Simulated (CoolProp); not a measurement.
Octamethylcyclotetrasiloxane (D4) along the isotherm 620 K: density (kg/m³) from the reference equation and from simpler models built on Tc = 586.5 K, pc = 13.47 bar, ω = 0.598; each cubic takes its own stable root.

Model: reference Helmholtz-energy equation of state, Thol 2015, in CoolProp.

| p (bar) | phase | reference | van der Waals | Redlich-Kwong |
|---|---|---|---|---|
| 0.426 | gas | 2.474 | 2.472 | 2.474 |
| 0.643 | gas | 3.751 | 3.747 | 3.752 |
| 0.97 | gas | 5.699 | 5.689 | 5.702 |
| 1.46 | gas | 8.673 | 8.650 | 8.679 |
| 2.21 | gas | 13.36 | 13.30 | 13.37 |
| 3.33 | gas | 20.68 | 20.55 | 20.71 |
| 5.02 | gas | 32.58 | 32.29 | 32.67 |
| 7.58 | gas | 53.06 | 52.45 | 53.36 |
| 11.4 | gas | ___ | 91.56 | 93.55 |
| 17.2 | supercritical | 195.8 | 245.6 | 225.1 |
| 26 | supercritical | 422.0 | 345.9 | 394.4 |
| 39.2 | supercritical | 508.4 | 391.5 | ___ |
| 59.2 | supercritical | 561.6 | 427.9 | ___ |
| 89.3 | supercritical | 605.4 | 460.3 | 583.8 |
| 135 | supercritical | 646.2 | 490.5 | 635.4 |

What belongs in the gaps?


- 11.4, reference: 91.93
- 39.2, Redlich-Kwong: 469.7
- 59.2, Redlich-Kwong: 529.7
